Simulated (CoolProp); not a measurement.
Properties of benzene at several states.

Values from CoolProp's reference Helmholtz-energy equation of state, Thol 2012.

```tsv
T (K)	p (MPa)	phase	density (kg/m³)	conductivity (mW/(m K))	Prandtl number	fugacity coefficient
472.6	16.9	liquid	___	103	___	0.1090
567.6	0.0114	gas	0.1888	37.4	___	0.9992
453.3	1.97	liquid	691.1	95.2	3.35	0.4596
392.2	0.59	liquid	768.7	112	___	0.4680
527.1	2.62	gas	66.04	38.3	0.828	0.7773
374.2	2.59	liquid	793.0	119	4.47	___
```

Some entries are withheld; supply them.


- 472.6, density (kg/m³): 706.9
- 472.6, Prandtl number: 3.28
- 567.6, Prandtl number: 0.749
- 392.2, Prandtl number: 4.10
- 374.2, fugacity coefficient: 0.07341

Viscosity comes from a separate model (Avgeri 2014). Thermal conductivity comes from a separate model (Assael 2012).
